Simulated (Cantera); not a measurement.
A perfectly stirred reactor is fed with 6.67 % CH4, 2.07 % H2, 17.9 % O2, 73.3 % N2, equivalence ratio 0.80, at 0.980 bar; it is adiabatic with a 823 K inlet, and is followed from long to short residence time, starting on the burning branch (τ in s: 0.16, 0.055, 0.019, 0.0065, 0.0022, 0.00077, 0.00027, 9.2e-05, 3.2e-05).

Detailed kinetics in Cantera: GRI-Mech 3.0 (53 species, 325 reactions).

x: mole fraction; the columns are a selection and need not sum to one.

| τ (s) | T (K) | x CH4 | x H2 | x O2 | x C2H2 | x CH3 | x HCN | x O |
|---|---|---|---|---|---|---|---|---|
| 0.16 | 2285 | 1.00e-6 | 0.00165 | 0.0350 | 1.24e-11 | 4.60e-7 | 8.61e-8 | 0.000916 |
| 0.055 | 2282 | 2.71e-6 | 0.00180 | 0.0359 | 8.22e-11 | 1.24e-6 | 1.40e-7 | 0.00102 |
| 0.019 | 2271 | 6.88e-6 | 0.00217 | 0.0368 | 4.26e-10 | 3.07e-6 | 1.78e-7 | 0.00125 |
| 0.0065 | 2242 | 1.60e-5 | 0.00304 | 0.0380 | (withheld) | 6.75e-6 | 1.99e-7 | 0.00180 |
| 0.0022 | 2186 | 3.50e-5 | 0.00465 | 0.0399 | (withheld) | 1.35e-5 | 2.19e-7 | 0.00290 |
| 0.00077 | 2108 | 7.65e-5 | 0.00683 | 0.0423 | (withheld) | 2.62e-5 | 2.63e-7 | 0.00452 |
| 0.00027 | 2014 | 0.000183 | 0.00924 | 0.0456 | (withheld) | 5.44e-5 | 3.60e-7 | 0.00635 |
| 9.2e-5 | 1908 | 0.000530 | 0.0116 | 0.0510 | (withheld) | 0.000133 | 5.89e-7 | 0.00748 |
| 3.2e-5 | 1780 | 0.00233 | 0.0153 | 0.0647 | (withheld) | 0.000484 | 1.38e-6 | 0.00525 |

Question: Fill in the missing entries.

Answer: 
- 0.0065, x C2H2: 1.50e-9
- 0.0022, x C2H2: 3.91e-9
- 0.00077, x C2H2: 9.71e-9
- 0.00027, x C2H2: 3.03e-8
- 9.2e-5, x C2H2: 1.52e-7
- 3.2e-5, x C2H2: 2.18e-6
